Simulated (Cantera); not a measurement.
# H₂S + SO₂ + N₂ (abatement and gas-phase synthesis)

A closed system holds: 1 mol H₂S, 0.0043 mol SO₂, 0.23 mol N₂, equilibrated at 1600 Pa.

These are equilibrium values from Cantera (NASA tables, ideal gas, pure condensed phases), not measurements of a reactor. Candidate condensed phases: H₂O, H₂SO₄, S; 35 gas species. Equilibrium is a limit: real reactors are often held back by kinetics, nucleation or transport.

From 2548 K to 3248 K nothing is condensed.

```tsv
T (K)	x H	x H₂	x S	x S₂	x N₂	x SH	x H₂S
2548	0.152	0.385	0.159	0.141	0.112	0.0432	0.00336
2648	0.211	0.329	0.203	0.106	0.105	0.0394	0.00212
2748	0.278	0.268	0.243	0.0738	0.0980	0.0335	0.00124
2848	0.348	0.208	0.274	0.0477	0.0913	0.0265	0.000674
2948	0.416	0.153	0.293	0.0292	0.0855	0.0198	0.000341
3048	0.474	0.108	0.303	0.0174	0.0809	0.0141	0.000164
3148	0.519	0.0727	0.307	0.0103	0.0776	0.00977	7.61e-5
3248	0.552	0.0479	0.309	0.00623	0.0752	0.00670	3.50e-5
```
x: gas mole fraction; nothing condenses.
